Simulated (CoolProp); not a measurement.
Vapour-liquid equilibrium of carbonyl sulfide (1) + propane (2) at 0.52 MPa; x and y are mole fractions of (1).

The numbers come from the multi-fluid Helmholtz-energy mixture model, Lemmon 2006 and Lemmon 2009; pair parameters Bell 2016 in CoolProp.

```
x     bubble temperature (K)  y at the bubble point  dew temperature at overall composition x (K)  liquid density (mol/L)
----  ----------------------  ---------------------  --------------------------------------------  ----------------------
0.05              (withheld)             (withheld)                                         275.6                   12.12
0.15                   273.9                  0.196                                    (withheld)                   12.58
0.25                   272.7             (withheld)                                         273.3                   13.06
0.35                   271.6                  0.414                                    (withheld)                   13.58
0.45                   270.7                  0.514                                         271.3                   14.13
0.55              (withheld)                  0.610                                         270.3                   14.72
0.65              (withheld)                  0.704                                         269.4                   15.34
0.75                   268.0                  0.794                                         268.5                   16.02
0.85                   267.2                  0.880                                         267.5                   16.74
0.95                   266.3                  0.962                                         266.4              (withheld)
```

### Question
Some entries are withheld; supply them.

### Answer

- 0.05, bubble temperature (K): 275.3
- 0.05, y at the bubble point: 0.070
- 0.15, dew temperature at overall composition x (K): 274.4
- 0.25, y at the bubble point: 0.309
- 0.35, dew temperature at overall composition x (K): 272.3
- 0.55, bubble temperature (K): 269.8
- 0.65, bubble temperature (K): 268.9
- 0.95, liquid density (mol/L): 17.51

No azeotrope shows between x = 0.05 and 0.95.

The pair parameters rest on a limited set of measurements; away from them the model extrapolates.
